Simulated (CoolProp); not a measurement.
Dimethyl ether along the isotherm 443.8 K: density (kg/m³) from the reference equation and from simpler models built on Tc = 400.4 K, pc = 5.337 MPa, ω = 0.196; each cubic takes its own stable root.

Computed with CoolProp (reference Helmholtz-energy equation of state, Wu 2011).

| p (MPa) | phase | reference |
|---|---|---|
| 0.0844 | gas | 1.058 |
| 0.173 | gas | 2.178 |
| 0.356 | gas | 4.523 |
| 0.731 | gas | 9.466 |
| 1.5 | gas | 20.24 |
| 3.08 | gas | 45.71 |
| 6.33 | supercritical | 124.4 |
| 13 | supercritical | 387.2 |
| 26.7 | supercritical | 503.8 |

How far does each simpler model (ideal gas, van der Waals, Redlich-Kwong) lie from the reference over these 9 states: mean and median of the absolute difference, and the worst?


- ideal gas: mean 17.6 %, median 7.5 %, worst -58.1 % at 443.8 K and 13 MPa
- van der Waals: mean 5.4 %, median 0.7 %, worst -24.0 % at 443.8 K and 26.7 MPa
- Redlich-Kwong: mean 2.0 %, median 0.1 %, worst -9.9 % at 443.8 K and 13 MPa
